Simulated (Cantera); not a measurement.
Input: 1 mol Cu₂O, 7.6 mol C, 0.88 mol H₂, at 3900 Pa.

These are equilibrium values from Cantera (NASA tables, ideal gas, pure condensed phases), not measurements of a reactor. Candidate condensed phases: C, C₆H₆, C₇H₈, C₈H₁₈, Cu, CuO, Cu(OH)₂, Cu₂O, H₂O; 113 gas species. Equilibrium is a limit: real reactors are often held back by kinetics, nucleation or transport.

**Question.** Which condensed phases are stable at each of these points (T (°C)): 927, 952, 977, 1002, 1027, 1052, 1077, 1102, 1127, 1152, 1177, 1202, 1227?

**Answer.** 
| T (°C) | condensed phases | Cu condensed (%) |
|---|---|---|
| 927 | C(graphite) + Cu(s) | 100.0 |
| 952 | C(graphite) + Cu(s) | 100.0 |
| 977 | C(graphite) + Cu(s) | 100.0 |
| 1002 | C(graphite) + Cu(s) | 100.0 |
| 1027 | C(graphite) + Cu(s) | 100.0 |
| 1052 | C(graphite) + Cu(s) | 100.0 |
| 1077 | C(graphite) + Cu(s) | 100.0 |
| 1102 | C(graphite) + Cu(l) | 100.0 |
| 1127 | C(graphite) + Cu(l) | 100.0 |
| 1152 | C(graphite) + Cu(l) | 100.0 |
| 1177 | C(graphite) + Cu(l) | 100.0 |
| 1202 | C(graphite) + Cu(l) | 100.0 |
| 1227 | C(graphite) + Cu(l) | 100.0 |

From 927 °C to 1077 °C the condensed part is C(graphite) + Cu(s). From 1102 °C to 1227 °C the condensed part is C(graphite) + Cu(l).
